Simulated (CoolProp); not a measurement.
Vapour-liquid equilibrium of propylene (1) + n-heptane (2) at 330.9 K; x and y are mole fractions of (1).

Values from CoolProp's multi-fluid Helmholtz-energy mixture model, Lemmon 2013 and Span 2003; pair parameters Bell 2016.

| x | bubble pressure (MPa) | y at the bubble point | dew pressure at overall composition x (MPa) | liquid density (mol/L) |
|---|---|---|---|---|
| 0.05 | 0.1200 | 0.788 | 0.02708 | 6.668 |
| 0.125 | 0.2812 | 0.911 | 0.02941 | 6.932 |
| 0.2 | 0.4584 | 0.947 | 0.03217 | 7.209 |
| 0.275 | 0.6433 | 0.963 | 0.03550 | 7.501 |
| 0.35 | 0.8289 | 0.972 | 0.03959 | [?] |
| 0.425 | 1.010 | 0.977 | 0.04473 | 8.127 |
| 0.5 | 1.184 | 0.981 | 0.05140 | 8.462 |
| 0.575 | 1.351 | [?] | 0.06039 | 8.809 |
| 0.65 | 1.513 | 0.987 | 0.07319 | 9.165 |
| 0.725 | 1.674 | 0.989 | 0.09288 | 9.524 |
| 0.8 | 1.842 | 0.991 | 0.1271 | 9.872 |
| 0.875 | 2.025 | 0.994 | 0.2014 | 10.19 |
| 0.95 | 2.240 | 0.997 | 0.4874 | [?] |

**Question.** Some entries are withheld; supply them.

**Answer.** 
- 0.35, liquid density (mol/L): 7.807
- 0.575, y at the bubble point: 0.984
- 0.95, liquid density (mol/L): 10.41

No azeotrope shows between x = 0.05 and 0.95.

The pair parameters rest on a limited set of measurements; away from them the model extrapolates.
